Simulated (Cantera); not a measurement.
Cantera with NASA thermochemical tables; ideal gases at 1 bar, condensed phases pure. Values are per mole of reaction as written; species without (g) are pure solids or liquids, kept so even where they would boil at 1 bar.

NH3(g) + BF3(g) ⇌ 3 HF(g) + N(g) + B

| T (K) | ΔH° (kJ) | ΔS° (J/K) | ΔG° (kJ) | log10 K |
|---|---|---|---|---|
| 300 | 836.7 | 233.5 | 766.6 | -133.47 |
| 1223 | 848.7 | 257.3 | 534.0 | -22.81 |
| 1248 | 848.7 | 257.3 | 527.5 | -22.08 |
| 1273 | ___ | ___ | ___ | ___ |
| 1298 | 848.8 | 257.4 | 514.7 | -20.71 |
| 1323 | ___ | ___ | ___ | ___ |
| 1348 | 848.8 | 257.4 | 501.8 | -19.44 |
| 1373 | ___ | ___ | ___ | ___ |
| 1398 | 848.9 | 257.5 | 488.9 | -18.27 |
| 1423 | 848.9 | 257.5 | 482.5 | -17.71 |

**Question.** What belongs in the gaps?

**Answer.** 
- 1273, ΔH° (kJ): 848.7
- 1273, ΔS° (J/K): 257.4
- 1273, ΔG° (kJ): 521.1
- 1273, log10 K: -21.38
- 1323, ΔH° (kJ): 848.8
- 1323, ΔS° (J/K): 257.4
- 1323, ΔG° (kJ): 508.2
- 1323, log10 K: -20.07
- 1373, ΔH° (kJ): 848.8
- 1373, ΔS° (J/K): 257.4
- 1373, ΔG° (kJ): 495.4
- 1373, log10 K: -18.85
